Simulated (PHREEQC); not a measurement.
0.05 mol of Fluorite (CaF2) is brought to equilibrium with 1 kg of water holding 0.003 mol/kgw NaCl, at 25 °C, the pH being set by adding NaOH or HCl. O2 is buffered at 0.21 atm. CO2 from the air is kept out. The run lets Fluorite precipitate or redissolve, and no other solid.

Computed with PHREEQC (ion-association model, phreeqc.dat).

```json
[
 {"pH": "5", "dissolved Ca (mol/kgw)": "0.000212", "dissolved F (mol/kgw)": "0.000425", "CaOH+ (mol/kgw)": "2.91e-12"},
 {"pH": "5.67", "dissolved Ca (mol/kgw)": "0.000211", "dissolved F (mol/kgw)": "0.000421", "CaOH+ (mol/kgw)": "(withheld)"},
 {"pH": "6.33", "dissolved Ca (mol/kgw)": "0.000210", "dissolved F (mol/kgw)": "0.000421", "CaOH+ (mol/kgw)": "6.17e-11"},
 {"pH": "7", "dissolved Ca (mol/kgw)": "0.000210", "dissolved F (mol/kgw)": "0.000421", "CaOH+ (mol/kgw)": "(withheld)"},
 {"pH": "7.67", "dissolved Ca (mol/kgw)": "0.000210", "dissolved F (mol/kgw)": "0.000421", "CaOH+ (mol/kgw)": "1.35e-9"},
 {"pH": "8.33", "dissolved Ca (mol/kgw)": "0.000210", "dissolved F (mol/kgw)": "0.000421", "CaOH+ (mol/kgw)": "(withheld)"},
 {"pH": "9.67", "dissolved Ca (mol/kgw)": "0.000210", "dissolved F (mol/kgw)": "0.000421", "CaOH+ (mol/kgw)": "1.35e-7"},
 {"pH": "10.33", "dissolved Ca (mol/kgw)": "0.000211", "dissolved F (mol/kgw)": "0.000423", "CaOH+ (mol/kgw)": "(withheld)"},
 {"pH": "11", "dissolved Ca (mol/kgw)": "0.000215", "dissolved F (mol/kgw)": "0.000430", "CaOH+ (mol/kgw)": "2.84e-6"},
 {"pH": "11.67", "dissolved Ca (mol/kgw)": "0.000229", "dissolved F (mol/kgw)": "0.000458", "CaOH+ (mol/kgw)": "(withheld)"},
 {"pH": "12.33", "dissolved Ca (mol/kgw)": "0.000273", "dissolved F (mol/kgw)": "0.000547", "CaOH+ (mol/kgw)": "5.02e-5"},
 {"pH": "13", "dissolved Ca (mol/kgw)": "0.000398", "dissolved F (mol/kgw)": "0.000797", "CaOH+ (mol/kgw)": "0.000173"}
]
```

Task: Some entries are withheld; supply them.

Result: 
- 5.67, CaOH+ (mol/kgw): 1.35e-11
- 7, CaOH+ (mol/kgw): 2.88e-10
- 8.33, CaOH+ (mol/kgw): 6.16e-9
- 10.33, CaOH+ (mol/kgw): 6.14e-7
- 11.67, CaOH+ (mol/kgw): 1.26e-5
